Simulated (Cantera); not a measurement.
## Ammonia decomposition in nitride growth gas

A perfectly stirred reactor is fed with NH₃ : N₂ = 1 : 0.36 (molar parts), at 1.40 bar; it is held at 1500 K, and followed from long to short residence time.

Model: the gas-phase N/H chemistry of the illustrative SiF4/NH3 mechanism in the Surface Chemkin manual (1991), integrated in Cantera. Walls and surfaces, which speed up NH3 decomposition in real reactors, are not modelled.

```csv
τ (s),x NH₃,x N₂H₂,x N₂H₄,x H₂,x N₂
3.5,0.645,1.74e-7,1.62e-7,0.0783,0.277
1.6,0.687,2.09e-7,1.89e-7,0.0416,0.271
0.71,0.712,2.31e-7,2.08e-7,0.0201,0.268
0.32,0.724,2.42e-7,2.18e-7,0.00938,0.266
0.15,0.730,2.46e-7,2.23e-7,0.00445,0.265
0.065,0.733,2.44e-7,2.22e-7,0.00192,0.265
0.029,0.734,2.35e-7,2.14e-7,0.000834,0.265
0.013,0.735,2.14e-7,1.96e-7,0.000350,0.265
0.0060,0.735,1.75e-7,1.60e-7,0.000140,0.265
```
x: mole fraction; the columns are a selection and need not sum to one.
